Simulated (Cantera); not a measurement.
An adiabatic, constant-volume homogeneous reactor starts with CO : H2 : CH4 : O2 : N2 = 1 : 0.47 : 0.051 : 2.7 : 10.2 (molar parts), equivalence ratio 0.31, at 1473 K and 0.370 bar. Integrator tolerance rtol = 1e-08.

Detailed kinetics in Cantera: GRI-Mech 3.0 (53 species, 325 reactions).

Question: What does this change do: pressure from 0.370 bar to 0.200 bar?

Answer: 
| quantity | before | after |
|---|---|---|
| time of steepest temperature rise | 76.3 µs | 0.140 ms |
| temperature at 0.500 s | 2365 K | 2347 K |
| equilibrium temperature | 2365 K | 2347 K |
| x(CO) at 0.500 s | 0.00463 (gas-phase equilibrium 0.00463) | 0.00559 (gas-phase equilibrium 0.00559) |
| x(H2) at 0.500 s | 0.000424 (gas-phase equilibrium 0.000424) | 0.000517 (gas-phase equilibrium 0.000517) |
| x(CH4) at 0.500 s | <1e-12 (gas-phase equilibrium <1e-12) | <1e-12 (gas-phase equilibrium <1e-12) |
| x(H) at 0.500 s | 0.000370 (gas-phase equilibrium 0.000370) | 0.000510 (gas-phase equilibrium 0.000510) |
| x(HO2) at 0.500 s | 3.65e-6 (gas-phase equilibrium 3.65e-6) | 2.94e-6 (gas-phase equilibrium 2.94e-6) |
| x(OH) at 0.500 s | 0.00583 (gas-phase equilibrium 0.00583) | 0.00635 (gas-phase equilibrium 0.00635) |

Question: What does this change do: CO 1 to 1.5 parts?

Answer: 
| quantity | before | after |
|---|---|---|
| time of steepest temperature rise | 76.3 µs | 76.6 µs |
| temperature at 0.500 s | 2365 K | 2502 K |
| equilibrium temperature | 2365 K | 2502 K |
| x(CO) at 0.500 s | 0.00463 (gas-phase equilibrium 0.00463) | 0.0141 (gas-phase equilibrium 0.0141) |
| x(H2) at 0.500 s | 0.000424 (gas-phase equilibrium 0.000424) | 0.000833 (gas-phase equilibrium 0.000833) |
| x(CH4) at 0.500 s | <1e-12 (gas-phase equilibrium <1e-12) | <1e-12 (gas-phase equilibrium <1e-12) |
| x(H) at 0.500 s | 0.000370 (gas-phase equilibrium 0.000370) | 0.000957 (gas-phase equilibrium 0.000957) |
| x(HO2) at 0.500 s | 3.65e-6 (gas-phase equilibrium 3.65e-6) | 4.56e-6 (gas-phase equilibrium 4.56e-6) |
| x(OH) at 0.500 s | 0.00583 (gas-phase equilibrium 0.00583) | 0.00834 (gas-phase equilibrium 0.00834) |
